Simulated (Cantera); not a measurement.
An adiabatic, constant-pressure homogeneous reactor starts with CH4 : O2 : N2 : H2O = 1 : 1.11 : 4.18 : 0.52 (molar parts), at 1450 K and 9.87 atm.

Cantera simulation using GRI-Mech 3.0 (53 species, 325 reactions); the numbers are that mechanism's predictions, not measurements.

One state of this run: T (K) = 2528; x CH4 = 2.99e-10; x O2 = 1.15e-5; x H2O = 0.198; x NO2 = 3.00e-9; x N2O = 2.16e-8; x O = 1.79e-5; x HCN = 3.59e-7. x: mole fraction; the columns are a selection and need not sum to one.

Question: Which value of t (s) does it belong to?
(A) 2.30e-5
(B) 0.348
(C) 4.00e-6
(D) 5.52e-5

Answer: B, 0.348
